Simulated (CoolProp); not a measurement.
Propylene along the isotherm 575 K: fugacity coefficient from the reference equation and from simpler models built on Tc = 364.2 K, pc = 4.555 MPa, ω = 0.146; each cubic takes its own stable root.

Computed with CoolProp (reference Helmholtz-energy equation of state, Lemmon 2013).

| p (MPa) | phase | reference |
|---|---|---|
| 0.072 | gas | 0.9989 |
| 0.122 | gas | 0.9981 |
| 0.205 | gas | 0.9968 |
| 0.346 | gas | 0.9946 |
| 0.584 | gas | 0.9909 |
| 0.986 | gas | 0.9848 |
| 1.66 | gas | 0.9747 |
| 2.81 | gas | 0.9580 |
| 4.74 | supercritical | 0.9314 |
| 8 | supercritical | 0.8907 |
| 13.5 | supercritical | 0.8343 |
| 22.8 | supercritical | 0.7747 |

How far does each simpler model (Redlich-Kwong, Soave-Redlich-Kwong, Peng-Robinson) lie from the reference over these 12 states: mean and median of the absolute difference, and the worst?


- Redlich-Kwong: mean 0.9 %, median 0.3 %, worst -3.8 % at 575 K and 22.8 MPa
- Soave-Redlich-Kwong: mean 1.3 %, median 0.3 %, worst +6.8 % at 575 K and 22.8 MPa
- Peng-Robinson: mean 0.6 %, median 0.3 %, worst -1.6 % at 575 K and 13.5 MPa
